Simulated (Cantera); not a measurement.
A perfectly stirred reactor is fed with N2O : H2 : N2 = 1 : 0.041 : 0.58 (molar parts), at 0.0490 bar; it is held at 1350 K, and followed from long to short residence time.

Model: GRI-Mech 3.0 (53 species, 325 reactions), integrated in Cantera. GRI-Mech 3.0 was tuned for natural gas; its chemistry of N2O as a main component is partial and can be far from experiment. Radical loss at walls, strong at low pressure, is not modelled. The mechanism lacks the step 2 NO + O2 → 2 NO2, which can matter for NO2 below about 1400 K. The temperature is held fixed by assumption; the heat of reaction is taken as removed at once.

```tsv
quantity	before	after
x(N2O) at τ = 7.30 s	0.123	0.0279
x(H2) at τ = 7.30 s	2.81e-5	5.80e-6
x(H2O) at τ = 7.30 s	0.0207	0.0198
x(HO2) at τ = 7.30 s	9.97e-8	7.34e-8
x(H) at τ = 7.30 s	1.50e-7	3.85e-8
x(N2O) at τ = 22.0 ms	0.590	0.546
x(H2) at τ = 22.0 ms	0.00537	0.00107
x(H2O) at τ = 22.0 ms	0.0198	0.0237
x(HO2) at τ = 22.0 ms	7.92e-6	2.95e-6
x(H) at τ = 22.0 ms	1.01e-5	1.70e-6
```

Question: Name the change that produced these shifts.
A) N2O 1 to 0.72 parts
B) H2 0.041 to 0.13 parts
C) pressure from 0.0490 bar to 0.360 bar
D) pressure from 0.0490 bar to 1.30 bar

Answer: C, pressure from 0.0490 bar to 0.360 bar
